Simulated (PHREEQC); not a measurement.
1 kg of water holding 0.088 mol/kgw CaCl2, 0.031 mol/kgw NaCl and 0.0051 mol/kgw MgCl2 is evaporated at 60 °C; the solids stay in contact with the brine. No CO2 enters from the air. Only these solids could form: Bischofite, Brucite, Halite, Portlandite, MgCl2_4H2O.

Base run: PHREEQC, Pitzer model, pitzer.dat. Each further column changes one thing. The table gives water activity.

| H2O removed (mol) | base | temperature from 60 to 50 °C | temperature from 60 to 5 °C |
|---|---|---|---|
| 0 | 0.995 | 0.995 | 0.995 |
| 18.01 | 0.992 | 0.992 | 0.992 |
| 30.18 | 0.988 | 0.988 | 0.988 |
| 38.4 | 0.982 | 0.982 | 0.982 |
| 43.95 | 0.973 | 0.973 | 0.973 |
| 47.7 | 0.959 | 0.958 | 0.958 |
| 51.17 | 0.916 | 0.915 | 0.912 |
| 52.58 | 0.859 | 0.857 | 0.851 |
| 53.53 | 0.758 | 0.755 | 0.742 |
| 54.17 | 0.601 | 0.598 | 0.586 |
| 54.6 | 0.429 | 0.420 | 0.390 |

At this temperature some constants are extrapolated from 25 °C, and those without enthalpy data are left unchanged.
